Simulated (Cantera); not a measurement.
**Equilibrium for halide evaporation, hydrolysis and transport: CsF + HCl + H2**

Input: 1 mol CsF, a varied amount of HCl, 0.12 mol H2, at 1600 K and 0.133 bar.

These are equilibrium values from Cantera (NASA tables, ideal gas, pure condensed phases), not measurements of a reactor. Candidate condensed phases: Cs, CsCl, CsF; 22 gas species. Kinetics and transport are ignored.

From 0.056 mol HCl to 2.4 mol HCl nothing is condensed. The main Cs-bearing gas is CsF at 0.056 mol HCl and CsCl at 2.4 mol HCl.

| n(HCl) (mol) | x CsF | x HF | x CsCl | x HCl | x H2 | x Cs2F2 | x Cs | x Cs2Cl2 |
|---|---|---|---|---|---|---|---|---|
| 0.056 | 0.779 | 0.0559 | 0.0477 | 2.87e-5 | 0.0987 | 0.0109 | 0.00799 | 8.93e-5 |
| 0.085 | 0.740 | 0.0765 | 0.0706 | 6.11e-5 | 0.0975 | 0.00984 | 0.00551 | 0.000195 |
| 0.13 | 0.681 | 0.108 | 0.104 | 0.000138 | 0.0949 | 0.00834 | 0.00354 | 0.000421 |
| 0.2 | 0.595 | 0.154 | 0.150 | 0.000326 | 0.0904 | 0.00638 | 0.00212 | 0.000885 |
| 0.3 | 0.487 | 0.213 | 0.208 | 0.000762 | 0.0843 | 0.00426 | 0.00121 | 0.00170 |
| 0.45 | 0.349 | 0.287 | 0.280 | 0.00192 | 0.0765 | 0.00219 | 0.000614 | 0.00307 |
| 0.68 | 0.184 | 0.374 | 0.363 | 0.00619 | 0.0669 | 0.000606 | 0.000232 | 0.00517 |
| 1 | 0.0392 | 0.436 | 0.422 | 0.0393 | 0.0570 | 2.76e-5 | 3.92e-5 | 0.00697 |
| 1.6 | 0.00478 | 0.365 | 0.355 | 0.226 | 0.0444 | 4.12e-7 | 5.04e-6 | 0.00493 |
| 2.4 | 0.00164 | 0.283 | 0.277 | 0.400 | 0.0343 | 4.85e-8 | 1.96e-6 | 0.00301 |
x: gas mole fraction; nothing condenses.
